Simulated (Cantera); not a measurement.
**Pb + O2 + H2 (metals in furnace atmospheres)**

Charge: 1 mol Pb, 0.003 mol O2, 4.8 mol H2, held at 0.0970 bar.

Method: chemical equilibrium by Gibbs-energy minimisation in Cantera with the NASA 1993 tables (ideal gas, pure condensed phases). Candidate condensed phases: H2O, Pb, PbO, PbO2, Pb3O4; 12 gas species. Kinetics and transport are ignored.

```json
[
 {"T (K)": "700", "x H2": "0.999", "x Pb": "1.15e-8", "x H2O": "0.00125", "x H": "<1e-12", "x Pb2": "<1e-12", "x PbO": "<1e-12", "x OH": "<1e-12", "n Pb(l)": "1.00"},
 {"T (K)": "800", "x H2": "0.999", "x Pb": "6.33e-7", "x H2O": "0.00125", "x H": "9.29e-12", "x Pb2": "<1e-12", "x PbO": "<1e-12", "x OH": "<1e-12", "n Pb(l)": "1.000"},
 {"T (K)": "900", "x H2": "0.999", "x Pb": "1.41e-5", "x H2O": "0.00125", "x H": "3.75e-10", "x Pb2": "8.37e-12", "x PbO": "<1e-12", "x OH": "<1e-12", "n Pb(l)": "1.000"},
 {"T (K)": "1000", "x H2": "0.999", "x Pb": "0.000167", "x H2O": "0.00125", "x H": "7.28e-9", "x Pb2": "5.26e-10", "x PbO": "<1e-12", "x OH": "<1e-12", "n Pb(l)": "0.999"},
 {"T (K)": "1100", "x H2": "0.998", "x Pb": "0.00125", "x H2O": "0.00125", "x H": "8.29e-8", "x Pb2": "1.52e-8", "x PbO": "1.65e-11", "x OH": "<1e-12", "n Pb(l)": "0.994"},
 {"T (K)": "1200", "x H2": "0.992", "x Pb": "0.00663", "x H2O": "0.00124", "x H": "6.31e-7", "x Pb2": "2.47e-7", "x PbO": "2.68e-10", "x OH": "6.31e-12", "n Pb(l)": "0.968"},
 {"T (K)": "1300", "x H2": "0.972", "x Pb": "0.0271", "x H2O": "0.00122", "x H": "3.50e-6", "x Pb2": "2.58e-6", "x PbO": "2.82e-9", "x OH": "5.72e-11", "n Pb(l)": "0.867"},
 {"T (K)": "1400", "x H2": "0.909", "x Pb": "0.0898", "x H2O": "0.00114", "x H": "1.49e-5", "x Pb2": "1.90e-5", "x PbO": "2.12e-8", "x OH": "3.70e-10", "n Pb(l)": "0.526"},
 {"T (K)": "1500", "x H2": "0.827", "x Pb": "0.172", "x H2O": "0.00103", "x H": "5.14e-5", "x Pb2": "4.92e-5", "x PbO": "8.25e-8", "x OH": "1.84e-9", "n Pb(l)": "0"},
 {"T (K)": "1600", "x H2": "0.826", "x Pb": "0.172", "x H2O": "0.00103", "x H": "0.000159", "x Pb2": "3.61e-5", "x PbO": "1.53e-7", "x OH": "7.78e-9", "n Pb(l)": "0"},
 {"T (K)": "1700", "x H2": "0.826", "x Pb": "0.172", "x H2O": "0.00103", "x H": "0.000430", "x Pb2": "2.74e-5", "x PbO": "2.65e-7", "x OH": "2.78e-8", "n Pb(l)": "0"},
 {"T (K)": "1800", "x H2": "0.826", "x Pb": "0.172", "x H2O": "0.00103", "x H": "0.00104", "x Pb2": "2.14e-5", "x PbO": "4.30e-7", "x OH": "8.63e-8", "n Pb(l)": "0"}
]
```
x: gas mole fraction; n: condensed amount in mol.

From 700 K to 1400 K the condensed part is Pb(l). From 1500 K to 1800 K nothing is condensed. The main Pb-bearing gas is Pb throughout.
